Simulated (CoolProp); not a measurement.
n-perfluorobutane at several states: density (kg/m³) from the reference equation and from simpler models built on Tc = 386.3 K, pc = 2.322 MPa, ω = 0.372; each cubic takes its own stable root.

Model: reference Helmholtz-energy equation of state, Gao 2022, in CoolProp.

```csv
T (K),p (MPa),phase,reference,van der Waals,Redlich-Kwong,Soave-Redlich-Kwong,Peng-Robinson
431.3,3.23,supercritical,347.5,408.4,379.1,336.6,354.5
196.8,0.0148,liquid,1852,2.172,1665,1724,1939
354.4,3.26,liquid,1274,837.3,1100,1152,1297
```

At some of these states van der Waals gives the other phase, because its saturation line lies elsewhere.
